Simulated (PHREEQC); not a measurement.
Dissolve 0.0055 mol/kgw HCl, 0.0012 mol/kgw LiCl and 0.0016 mol/kgw Fe2(SO4)3 at 8.3 °C. Closed to the air; pH follows from the charge balance.

Equilibrium calculation in PHREEQC: ion-association model, phreeqc.dat.

Each row changes one thing in this solution. This is a speciation only: nothing precipitates in the calculation.

| case | pH | ionic strength (mol/kgw) | FeSO4+ (mol/kgw) | SO4-2 (mol/kgw) | Fe+3 (mol/kgw) | HSO4- (mol/kgw) | SI of Goethite (FeOOH) | SI of Hematite (Fe2O3) |
|---|---|---|---|---|---|---|---|---|
| as made | 2.33 | 0.0149 | 0.00229 | 0.00191 | 0.000580 | 0.000440 | +3.71 | +9.35 |
| temperature from 8.3 to 75 °C | 2.31 | 0.0150 | 0.00135 | 0.00155 | 0.000130 | 0.00179 | +5.10 | +12.41 |
| LiCl left out | 2.33 | 0.0136 | 0.00231 | 0.00189 | 0.000567 | 0.000442 | +3.71 | +9.35 |
| HCl from 0.0055 to 0.00825 mol/kgw | 2.16 | 0.0177 | 0.00223 | 0.00180 | 0.000652 | 0.000596 | +3.23 | +8.40 |
| 6.9e-05 mol/kgw H2SO4 added | 2.32 | 0.0150 | 0.00230 | 0.00194 | 0.000574 | 0.000457 | +3.68 | +9.29 |

Some of these states are supersaturated (in Hematite (slow to form), Goethite (slow to form), for instance). Away from 25 °C the constants follow the database's enthalpies or fits; those with neither stay at their 25 °C values.
